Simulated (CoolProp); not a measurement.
p-xylene along the isobar 139 bar: density (kg/m³) from the reference equation and from simpler models built on Tc = 343.0 °C, pc = 35.32 bar, ω = 0.324; each cubic takes its own stable root.

The numbers come from the reference Helmholtz-energy equation of state, Zhou 2012 in CoolProp.

```csv
T (°C),phase,reference
38.05,liquid,856.1
52.15,liquid,844.6
66.35,liquid,833.0
80.45,liquid,821.4
94.65,liquid,809.7
108.75,liquid,798.0
122.85,liquid,786.1
137.05,liquid,774.1
151.15,liquid,762.0
```

Task: How far does each simpler model (van der Waals, Redlich-Kwong, Soave-Redlich-Kwong, Peng-Robinson) lie from the reference over these 9 states: mean and median of the absolute difference, and the worst?

Result: 
- van der Waals: mean 40.5 %, median 40.5 %, worst -41.6 % at 38.05 °C and 139 bar
- Redlich-Kwong: mean 14.7 %, median 14.6 %, worst -15.2 % at 38.05 °C and 139 bar
- Soave-Redlich-Kwong: mean 12.3 %, median 12.2 %, worst -13.3 % at 38.05 °C and 139 bar
- Peng-Robinson: mean 1.5 %, median 1.4 %, worst -2.7 % at 38.05 °C and 139 bar
